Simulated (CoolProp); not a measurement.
Saturation properties of R114 (Tc = 420.6 K, pc = 3.352 MPa, ω = 0.252).

Computed with CoolProp (reference Helmholtz-energy equation of state, Platzer 1990). This equation is an older, rougher fit; its heat capacities, sound speeds and derivatives of the liquid may be far off and weren't checked against measurements.

```csv
T (K),p (MPa),liquid density (kg/m³),vapour density (kg/m³),enthalpy of vaporisation (kJ/kg),surface tension (mN/m)
303,…,1440,18.36,126.2,10.4
308,0.2909,1424,21.25,…,9.84
313,0.3369,1408,24.48,122.0,9.28
318,0.3882,1391,28.09,119.9,8.73
323,…,1374,32.12,117.6,8.19
328,0.5080,1357,36.61,115.2,7.66
333,…,1339,41.61,112.8,…
338,…,1321,47.17,110.3,6.61
343,0.7371,1302,53.35,107.6,6.10
348,…,1282,60.23,104.8,5.60
353,0.9276,1262,67.89,101.8,5.11
```

Problem. What belongs in the gaps?

Solution. 
- 303, p (MPa): 0.2499
- 308, enthalpy of vaporisation (kJ/kg): 124.1
- 323, p (MPa): 0.4451
- 333, p (MPa): 0.5774
- 333, surface tension (mN/m): 7.13
- 338, p (MPa): 0.6537
- 348, p (MPa): 0.8283

It boils at 276.7 K under 1 atm.

Surface tension comes from a separate correlation (Mulero 2012).
